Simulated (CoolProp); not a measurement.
Vapour-liquid equilibrium of dimethyl ether (1) + isobutane (2) at 5.45 bar; x and y are mole fractions of (1).

Values from CoolProp's multi-fluid Helmholtz-energy mixture model, Wu 2011 and Bücker 2006; pair parameters Bell 2016.

```json
[
 {"x": "0.05", "bubble temperature (°C)": "38.4", "y at the bubble point": "0.103", "dew temperature at overall composition x (°C)": "39.7", "liquid density (mol/L)": "9.321"},
 {"x": "0.2", "bubble temperature (°C)": "32.4", "y at the bubble point": "0.333", "dew temperature at overall composition x (°C)": "35.9", "liquid density (mol/L)": "9.940"},
 {"x": "0.35", "bubble temperature (°C)": "28.5", "y at the bubble point": "0.491", "dew temperature at overall composition x (°C)": "32.0", "liquid density (mol/L)": "10.59"},
 {"x": "0.5", "bubble temperature (°C)": "25.8", "y at the bubble point": "0.614", "dew temperature at overall composition x (°C)": "28.3", "liquid density (mol/L)": "11.31"},
 {"x": "0.65", "bubble temperature (°C)": "24.0", "y at the bubble point": "0.721", "dew temperature at overall composition x (°C)": "25.2", "liquid density (mol/L)": "12.12"},
 {"x": "0.8", "bubble temperature (°C)": "22.8", "y at the bubble point": "0.828", "dew temperature at overall composition x (°C)": "23.1", "liquid density (mol/L)": "13.03"},
 {"x": "0.95", "bubble temperature (°C)": "22.3", "y at the bubble point": "0.952", "dew temperature at overall composition x (°C)": "22.3", "liquid density (mol/L)": "14.07"}
]
```

No azeotrope shows between x = 0.05 and 0.95.

Pair parameters are fitted to limited data, so mixtures are less certain than the pure fluids.
